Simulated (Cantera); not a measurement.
What does this Cantera script print?

```python
import numpy as np
import cantera as ct

gas_names = [...]  # 169 gases of nasa_gas.yaml made of C, H, N, O
cond_names = """
    C(gr) C6H6(L) C7H8(L) C8H18(L),n-octa H2O(s) H2O(L)
""".split()


# ... load() reads the species with a 1 bar reference pressure and builds the phases ...
atoms = {
    'C2H5OH': {'C': 2, 'H': 6, 'O': 1},
    'NH3': {'N': 1, 'H': 3},
}
top_T = {'C(gr)': 4500}  # K; cautious upper limits of use, not melting points


# ... equilibrate(T, P, feed) seeds the gas with the atoms and calls Mixture.equilibrate('TP', solver="vcs", rtol=1e-11, max_steps=5000) ...
results = []
feed = {'C2H5OH': 1, 'NH3': 0.04}  # mol
P = 17000  # Pa
for T in [2000, 2250, 2500, 2750, 3000, 3250, 3500, 3750, 4000, 4250, 4500, 4750, 5000]:
    mix = equilibrate(T, P, feed)
    results.append((T, P, feed, dict(zip(mix.species_names, mix.species_moles))))

top = {s: max(r[3][s] / sum(r[3][g] for g in gas_names) for r in results) for s in gas_names}
cols = sorted((s for s in top if top[s] > 1e-06), key=lambda s: -top[s])[:9]
seen = [c for c in cond_names if any(r[3].get(c, 0) > 1e-12 for r in results)]
print("log10 of partial pressures in bar; condensed amounts in mol")
print(f"{'T/K':>10s}" + "".join(f"{s[:9]:>10s}" for s in cols + seen))
for T, P, feed, n in results:
    ng = sum(n[g] for g in gas_names)
    print(f"{T:10.4g}" + "".join(f"{np.log10(max(n[s] / ng * P / 1e5, 1e-99)):10.3f}" for s in cols)
          + "".join(f"{n.get(c, 0):10.4g}" for c in seen))
```

It prints:

```
log10 of partial pressures in bar; condensed amounts in mol
       T/K         H        H2        CO         C C2H2,acet        C3        C2       C2H       HCN     C(gr)
      2000    -3.237    -0.897    -1.381   -10.517    -4.011   -10.557   -11.630    -8.079    -3.841    0.9915
      2250    -2.581    -0.904    -1.384    -8.439    -3.380    -8.187    -9.242    -6.458    -3.497    0.9712
      2500    -2.063    -0.927    -1.391    -6.779    -2.893    -6.304    -7.339    -5.173    -3.262    0.9207
      2750    -1.655    -0.980    -1.410    -5.423    -2.531    -4.773    -5.787    -4.142    -3.127     0.817
      3000    -1.346    -1.088    -1.444    -4.295    -2.295    -3.506    -4.499    -3.317    -3.085    0.6158
      3250    -1.137    -1.288    -1.504    -3.347    -2.212    -2.453    -3.421    -2.684    -3.141         0
      3500    -0.995    -1.533    -1.566    -2.791    -2.730    -2.327    -3.013    -2.694    -3.345         0
      3750    -0.925    -1.853    -1.612    -2.368    -3.399    -2.390    -2.775    -2.870    -3.633         0
      4000    -0.900    -2.205    -1.642    -2.051    -4.163    -2.608    -2.674    -3.169    -3.990         0
      4250    -0.895    -2.551    -1.662    -1.847    -5.024    -3.029    -2.738    -3.602    -4.397         0
      4500    -0.895    -2.867    -1.672    -1.749    -5.962    -3.651    -2.960    -4.157    -4.840         0
      4750    -0.895    -3.151    -1.677    -1.710    -6.900    -4.356    -3.258    -4.753    -5.304         0
      5000    -0.895    -3.406    -1.681    -1.693    -7.781    -5.045    -3.563    -5.327    -5.781         0
```

Equilibrium computed with Cantera from the NASA thermochemical tables; the gas is ideal and each condensed phase is pure.
